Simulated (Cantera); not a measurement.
## Hydrocarbon pyrolysis for carbon deposition

A perfectly stirred reactor is fed with 29.4 % C2H6, 70.6 % N2, at 653 Torr; it is held at 1775 K, and followed from long to short residence time.

Model: GRI-Mech 3.0 (53 species, 325 reactions), integrated in Cantera. GRI-Mech 3.0 stops at C3 and has no aromatics, soot or wall deposition, so with more carbon than oxygen in the feed, carbon stays in small species such as C2H2 where larger ones or solid carbon would form.

| τ (s) | x C2H6 | x C2H2 | x C2H4 | x H2 | x CH2 | x CH3 |
|---|---|---|---|---|---|---|
| 11 | 1.34e-6 | 0.182 | 0.00158 | 0.361 | 4.17e-8 | 7.27e-5 |
| 2.3 | 3.58e-6 | 0.181 | 0.00157 | 0.358 | 6.33e-8 | 0.000109 |
| 0.50 | 1.34e-5 | 0.178 | 0.00158 | 0.349 | 1.21e-7 | 0.000201 |
| 0.11 | 5.44e-5 | 0.174 | 0.00174 | 0.335 | 2.63e-7 | 0.000395 |
| 0.023 | 0.000223 | 0.168 | 0.00255 | 0.315 | 6.32e-7 | 0.000789 |
| 0.0048 | 0.000863 | 0.159 | 0.00548 | 0.291 | 1.59e-6 | 0.00155 |
| 0.0010 | 0.00329 | 0.143 | 0.0146 | 0.260 | 3.93e-6 | 0.00306 |
x: mole fraction; the columns are a selection and need not sum to one.
